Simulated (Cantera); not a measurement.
**Thermodynamics of carbon deposition, reforming and gasification, feed CH4 + H2 + N2**

A closed system holds: 1 mol CH4, 0.59 mol H2, 9.3 mol N2, held at 300 Pa.

Method: chemical equilibrium by Gibbs-energy minimisation in Cantera with the NASA 1993 tables (ideal gas, pure condensed phases). Candidate condensed phases: C, C6H6, C7H8, C8H18; 92 gas species. The numbers say what is thermodynamically allowed, not how fast it happens.

From 700 K to 2500 K the condensed part is C(graphite). The main C-bearing gas is CH4 at 700 K and HCN at 2500 K.

| T (K) | x N2 | x H2 | x H | x HCN | x HNC | x CN | x C2H2 (acetylene) | n C(graphite) |
|---|---|---|---|---|---|---|---|---|
| 700 | 0.783 | 0.216 | <1e-12 | 2.17e-9 | <1e-12 | <1e-12 | <1e-12 | 0.986 |
| 850 | 0.782 | 0.218 | 1.75e-10 | 1.26e-7 | 5.14e-11 | <1e-12 | 2.08e-12 | 0.999 |
| 1000 | 0.782 | 0.218 | 1.93e-8 | 2.14e-6 | 3.16e-9 | <1e-12 | 2.49e-10 | 1.000 |
| 1150 | 0.782 | 0.218 | 6.36e-7 | 1.73e-5 | 6.61e-8 | <1e-12 | 8.43e-9 | 1.000 |
| 1300 | 0.782 | 0.218 | 9.43e-6 | 8.54e-5 | 6.82e-7 | 6.66e-12 | 1.25e-7 | 0.999 |
| 1450 | 0.782 | 0.218 | 8.06e-5 | 0.000303 | 4.32e-6 | 4.39e-10 | 1.06e-6 | 0.996 |
| 1600 | 0.782 | 0.217 | 0.000463 | 0.000843 | 1.93e-5 | 1.31e-8 | 5.97e-6 | 0.990 |
| 1750 | 0.780 | 0.216 | 0.00197 | 0.00196 | 6.63e-5 | 2.17e-7 | 2.48e-5 | 0.975 |
| 1900 | 0.777 | 0.212 | 0.00666 | 0.00395 | 0.000185 | 2.30e-6 | 8.08e-5 | 0.949 |
| 2050 | 0.771 | 0.203 | 0.0186 | 0.00706 | 0.000438 | 1.71e-5 | 0.000215 | 0.905 |
| 2200 | 0.759 | 0.184 | 0.0442 | 0.0113 | 0.000890 | 9.61e-5 | 0.000472 | 0.839 |
| 2350 | 0.738 | 0.154 | 0.0893 | 0.0160 | 0.00156 | 0.000429 | 0.000848 | 0.753 |
| 2500 | 0.709 | 0.112 | 0.153 | 0.0199 | 0.00233 | 0.00158 | 0.00121 | 0.649 |
x: gas mole fraction; n: condensed amount in mol.
